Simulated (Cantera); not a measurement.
Feed: 1 mol AlN, 51 mol HCl, 2.9 mol H2, held at 1600 K and 68.3 Torr.

Method: chemical equilibrium by Gibbs-energy minimisation in Cantera with the NASA 1993 tables (ideal gas, pure condensed phases). Candidate condensed phases: Al, AlCl3, AlN, NH4Cl; 20 gas species. The tables' values for AlCl2 are old estimates; treat these amounts as uncertain. Kinetics and transport are ignored.

Base state: HCl 0.890, H2 0.0817, AlCl3 0.0184, N2 0.00927, Cl 0.000444, AlCl2 0.000117, H 5.15e-5 (mole fractions); condensed: gas only.

Question: What changes in the equilibrium state with this change: pressure from 68.3 Torr to 1.13 Torr?

Answer: 
```csv
species,before,after
HCl,0.890,0.886
H2,0.0817,0.0823
AlCl3,0.0184,0.0174
Cl,0.000444,0.00343
AlCl,4.04e-6,0.000235
H,5.15e-5,0.000403
AlCl2,0.000117,0.000864
N2,0.00927,0.00925
```
